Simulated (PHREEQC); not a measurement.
# Acid mine or pickling water: an equilibrium model

A made-up water analysis in mg/kgw, 25 °C, pH 4.07, pe 11.5: Na 49.3; K 4.6; Ca 42.7; Mg 41; Cl 76.7; S(6) as SO4 276; O(0) (dissolved oxygen) 0.16.

Na is adjusted to close the charge balance.
Valence states are taken as typed.

Equilibrium calculation in PHREEQC: ion-association model, wateq4f.dat.

No solid was allowed to form.

Question: Predict the ionic strength.

Answer: ionic strength 0.0115 mol/kgw.

Question: In which forms is Ca present?

Answer: Ca+2 83 %, CaSO4 17 % of the Ca.
